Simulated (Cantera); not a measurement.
A closed system holds: 1 mol CH₃Cl, 0.016 mol HCl, 5.7 mol H₂, equilibrated at 10.0 mbar.

Cantera equilibrium calculation (NASA polynomials, part measured and part estimated; ideal gas, pure solids and liquids). Candidate condensed phases: C, C₆H₆, C₇H₈, C₈H₁₈; 91 gas species. The numbers say what is thermodynamically allowed, not how fast it happens.

At 1827 °C, list the 4 most abundant gas species with their mole fractions, and the condensed phases.

H₂ 0.841, HCl 0.126, H 0.0286, Cl 0.00316. Condensed: C(graphite).
